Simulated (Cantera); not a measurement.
Chlorosilane synthesis and conversion: Si + Cl₂ + H₂

A closed system holds: 1 mol Si, 1.5 mol Cl₂, a varied amount of H₂, held at 400 °C and 11.0 bar.

Method: chemical equilibrium by Gibbs-energy minimisation in Cantera with the NASA 1993 tables (ideal gas, pure condensed phases). Candidate condensed phases: Si; 19 gas species. Equilibrium is a limit: real reactors are often held back by kinetics, nucleation or transport.

```csv
n(H₂) (mol),log p H₂,log p SiCl₄,log p SiHCl₃,log p SiH₂Cl₂,n Si(s)
0.54,0.56,0.69,0.38,-1.15,0.180
0.77,0.67,0.60,0.36,-1.09,0.170
1.1,0.76,0.49,0.32,-1.06,0.159
1.6,0.83,0.35,0.26,-1.05,0.148
2.2,0.88,0.23,0.19,-1.06,0.139
3.2,0.93,0.07,0.09,-1.09,0.128
4.5,0.96,-0.08,0.00,-1.14,0.118
6.4,0.98,-0.24,-0.12,-1.20,0.107
9.1,1.00,-0.41,-0.23,-1.27,0.0971
13,1.01,-0.59,-0.36,-1.34,0.0866
18,1.02,-0.75,-0.48,-1.42,0.0769
```
log p: log10 of the partial pressure in bar; n: condensed amount in mol.

From 0.54 mol H₂ to 18 mol H₂ the condensed part is Si(s). The main Si-bearing gas is SiCl₄ at 0.54 mol H₂ and SiHCl₃ at 18 mol H₂. The share of Si in condensed phases is highest at 0.54 mol H₂ (18.0 %) and lowest at 18 mol H₂ (7.7 %).
